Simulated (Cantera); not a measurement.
Input (Python, Cantera):

```python
import numpy as np
import cantera as ct

gas = ct.Solution("h2o2.yaml")
gas.TPX = 1350, 14000, {'H2': 0.67, 'O2': 1, 'N2': 4.7}
reactor = ct.IdealGasConstPressureReactor(gas, energy="off", clone=False)
net = ct.ReactorNet([reactor])
net.rtol, net.atol = 1e-08, 1e-18
show = ['H2', 'O2', 'HO2', 'H2O', 'H2O2', 'OH', 'O']
times = np.geomspace(5e-05, 5, 9)

steps = ct.SolutionArray(gas, extra=["t"])
rows = []
print(f"{'t/s':>10s}{'T/K':>9s}{'P/Pa':>11s}" + "".join(f"{s:>11s}" for s in show))
for t in times:
    while net.time < t:
        t_next = net.step()
        steps.append(gas.state, t=t_next)
    rows.append([np.interp(t, steps.t, y) for y in (steps.T, steps.P, *steps(*show).X.T)])
    print(f"{t:10.3e}{rows[-1][0]:9.1f}{rows[-1][1]:11.4g}" + "".join(f"{x:11.3e}" for x in rows[-1][2:]))
rate = np.gradient(steps.T, steps.t)
print("integrator steps:", len(steps.t))
if steps.T.max() > steps.T[0] + 200:
    print(f"time of steepest temperature rise: {steps.t[rate.argmax()]:.4e} s")
gas.TPX = 1350, 14000, {'H2': 0.67, 'O2': 1, 'N2': 4.7}
gas.equilibrate("TP")
print(f"equilibrium (TP): T = {gas.T:.1f} K  " + "  ".join(f"{s} {gas[s].X[0]:.3e}" for s in show))
```

Output:

```
       t/s      T/K       P/Pa         H2         O2        HO2        H2O       H2O2         OH          O
 5.000e-05   1350.0    1.4e+04  1.052e-01  1.570e-01  1.051e-07  8.158e-07  6.713e-10  1.620e-07  2.264e-07
 2.108e-04   1350.0    1.4e+04  4.132e-02  1.250e-01  7.694e-06  4.533e-02  6.979e-07  6.210e-03  1.264e-02
 8.891e-04   1350.0    1.4e+04  6.160e-03  1.069e-01  8.204e-06  9.013e-02  6.604e-07  4.848e-03  1.418e-02
 3.749e-03   1350.0    1.4e+04  1.025e-03  1.092e-01  6.129e-06  1.082e-01  4.537e-07  1.951e-03  2.005e-03
 1.581e-02   1350.0    1.4e+04  5.072e-05  1.100e-01  9.917e-07  1.107e-01  9.140e-08  4.346e-04  9.821e-05
 6.668e-02   1350.0    1.4e+04  4.478e-06  1.102e-01  1.184e-07  1.109e-01  1.633e-08  1.319e-04  8.994e-06
 2.812e-01   1350.0    1.4e+04  7.206e-07  1.102e-01  2.958e-08  1.110e-01  3.557e-09  5.351e-05  1.481e-06
 1.186e+00   1350.0    1.4e+04  2.173e-07  1.102e-01  2.313e-08  1.110e-01  1.260e-09  2.939e-05  4.473e-07
 5.000e+00   1350.0    1.4e+04  1.836e-07  1.102e-01  2.349e-08  1.110e-01  1.094e-09  2.697e-05  3.768e-07
integrator steps: 1931
equilibrium (TP): T = 1350.0 K  H2 1.836e-07  O2 1.102e-01  HO2 2.349e-08  H2O 1.110e-01  H2O2 1.094e-09  OH 2.697e-05  O 3.768e-07
```

Cantera simulation using the H2/O2 subset of GRI-Mech 3.0, which has no nitrogen chemistry; the numbers are that mechanism's predictions, not measurements. The temperature is held fixed by assumption; the heat of reaction is taken as removed at once.
